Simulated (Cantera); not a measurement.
## Thermodynamics of metals in furnace atmospheres, feed Pb + CO₂ + H₂

A closed system holds: 1 mol Pb, 1.3 mol CO₂, 2.9 mol H₂.

Equilibrium computed with Cantera from the NASA thermochemical tables; the gas is ideal and each condensed phase is pure. Candidate condensed phases: C, C₆H₆, C₇H₈, C₈H₁₈, H₂O, Pb, PbO, PbO₂, Pb₃O₄; 113 gas species. The numbers say what is thermodynamically allowed, not how fast it happens.

Task: Map the stable condensed phases over T = 950, 1050, 1150, 1250, 1350, 1450, 1550, 1650, 1750, 1850 K and P in Pa = 10, 48, 230, 1100, 5500, 26000, 130000, 620000, 3000000.

Result: 
```
T in K \ P in Pa
              10      48     230    1100    5500   26000  130000  620000 3000000
   1850        A       A       A       A       A       A       A       B       B
   1750        A       A       A       A       A       A       B       B       B
   1650        A       A       A       A       A       A       B       B       B
   1550        A       A       A       A       A       B       B       B       B
   1450        A       A       A       A       A       B       B       B       B
   1350        A       A       A       A       B       B       B       B       B
   1250        A       A       A       B       B       B       B       B       B
   1150        A       A       B       B       B       B       B       B       B
   1050        A       B       B       B       B       B       B       B       B
    950        B       B       B       B       B       B       B       B       B
```
A: gas only; B: Pb.
